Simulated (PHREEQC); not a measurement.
Consider water at 55 °C with 0.004 mol BaCl2 and 0.0013 mol CO2 per kg of water. Closed to the air; pH follows from the charge balance.

Equilibrium calculation in PHREEQC: Pitzer model, pitzer.dat.

This is a speciation only: nothing precipitates in the calculation.

### Question
Predict the pH, specific conductance.

### Answer
pH 4.58; specific conductance 1780 µS/cm.

### Question
In which forms is C present?

### Answer
CO2 98 %, HCO3- 2.3 % of the C.

Constants without temperature data keep their 25 °C values here.
